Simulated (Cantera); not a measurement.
Feed: 1 mol NiS, 1700 mol H2, 35 mol N2, held at 1475 K and 24.0 Pa.

Cantera equilibrium calculation (NASA polynomials, part measured and part estimated; ideal gas, pure solids and liquids). Candidate condensed phases: Ni, NiS, NiS2, Ni3S2, Ni3S4, S; 17 gas species. The numbers say what is thermodynamically allowed, not how fast it happens.

Base state: H2 0.978, N2 0.0202, H 0.000828, H2S 0.000391, Ni 0.000121, SH 9.09e-5, S2 3.94e-5, S 1.23e-5 (mole fractions); condensed: Ni(s).

Question: What changes in the equilibrium state with this change: H2 from 1700 to 0.39 mol?

Answer: 
| species | before | after |
|---|---|---|
| N2 | 0.0202 | 0.975 |
| S2 | 3.94e-5 | 0.0137 |
| H2 | 0.978 | 0.0107 |
| Ni | 0.000121 | 0.000121 |
| NiS | 2.98e-6 | 5.56e-5 |
| S | 1.23e-5 | 0.000229 |
| H | 0.000828 | 8.64e-5 |
| H2S | 0.000391 | 7.93e-5 |
| SH | 9.09e-5 | 0.000177 |
| Ni(s), mol | 0.785 | 0.994 |

Question: What changes in the equilibrium state with this change: H2 from 1700 to 2.2 mol?

Answer: 
| species | before | after |
|---|---|---|
| N2 | 0.0202 | 0.928 |
| H2 | 0.978 | 0.0576 |
| S2 | 3.94e-5 | 0.0127 |
| Ni | 0.000121 | 0.000121 |
| S | 1.23e-5 | 0.000221 |
| NiS | 2.98e-6 | 5.36e-5 |
| Ni(s), mol | 0.785 | 0.993 |
